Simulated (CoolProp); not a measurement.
Values from CoolProp's reference Helmholtz-energy equation of state, Thol 2022.

Task: For vinyl chloride, give the phase and the Joule-Thomson coefficient (K/MPa) at -4.75 °C and 41.4 kPa; -4.75 °C and 379 kPa; -4.75 °C and 3460 kPa.

Result: 
- -4.75 °C and 41.4 kPa: gas; Joule-Thomson coefficient 36.6
- -4.75 °C and 379 kPa: liquid; Joule-Thomson coefficient -0.349
- -4.75 °C and 3460 kPa: liquid; Joule-Thomson coefficient -0.360
